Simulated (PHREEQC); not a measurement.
Solution (25 °C): 0.081 mol FeCl3, 0.00016 mol CaCl2, 0.22 mol HCl and 0.00037 mol Na2SO4 per kg of water. Closed to the air; pH follows from the charge balance.

Computed with PHREEQC (ion-association model, wateq4f.dat).

```tsv
quantity	before	after
pH	0.77	0.77
ionic strength (mol/kgw)	0.478	0.478
Cl- (mol/kgw)	0.382	0.382
NaSO4- (mol/kgw)	1.83e-8	1.83e-10
SI of Halite (NaCl)	-5.47	-6.47
SI of Mirabilite (Na2SO4:10H2O)	-10.81	-13.81
```

Question: Which change was made?
A. temperature from 25 to 10 °C
B. CaCl2 from 0.00016 to 0.0016 mol/kgw
C. FeCl3 left out
D. Na2SO4 from 0.00037 to 3.7e-05 mol/kgw
E. CaCl2 left out

Answer: D, Na2SO4 from 0.00037 to 3.7e-05 mol/kgw

This is a speciation only: nothing precipitates in the calculation. Some of these states are supersaturated (in Hematite (slow to form), Goethite (slow to form), for instance).
